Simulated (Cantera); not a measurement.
Input: 1 mol SiH2Cl2, 0.024 mol HCl, 28 mol H2, equilibrated at 28.0 mbar.

Method: chemical equilibrium by Gibbs-energy minimisation in Cantera with the NASA 1993 tables (ideal gas, pure condensed phases). Candidate condensed phases: Si; 19 gas species. The tables' values for SiCl are old estimates; treat these amounts as uncertain. Gases not in the tables: Si2H6 and higher silanes. The numbers say what is thermodynamically allowed, not how fast it happens. All values below are at 2123 K.

Base state: H2 0.913, HCl 0.0520, H 0.0205, SiCl2 0.00619, Si 0.00607, SiCl 0.000941, Cl 0.000857, SiH 0.000502 (mole fractions); condensed: Si(l).

Q: What changes in the equilibrium state with this change: HCl from 0.024 to 1.8 mol?

A: 
| species | before | after |
|---|---|---|
| H2 | 0.913 | 0.872 |
| HCl | 0.0520 | 0.0821 |
| H | 0.0205 | 0.0200 |
| SiCl2 | 0.00619 | 0.0161 |
| SiCl3 | 8.63e-6 | 3.63e-5 |
| Cl | 0.000857 | 0.00138 |
| SiCl | 0.000941 | 0.00152 |
| SiH2 | 0.000187 | 0.000179 |
| SiH | 0.000502 | 0.000490 |
| Si(l), mol | 0.568 | 0.202 |
The tables' values for SiCl, SiCl3 are old estimates; treat these amounts as uncertain.

Q: What changes in the equilibrium state with this change: SiH2Cl2 replaced by Si(CH3)4?

A: 
```tsv
species	before	after
H2	0.913	0.976
H	0.0205	0.0212
C2H2 (acetylene)	0	0.00162
HCl	0.0520	0.000685
SiCl2	0.00619	8.46e-8
Si	0.00607	0.000511
SiC2	0	3.62e-5
Si2C	0	2.28e-5
Si3	1.68e-5	1.00e-8
Si(l), mol	0.568	0
C(graphite), mol	0	2.91
SiC(s), mol	0	0.977
```
Further candidate phases: C, C6H6, C7H8, C8H18, SiC.
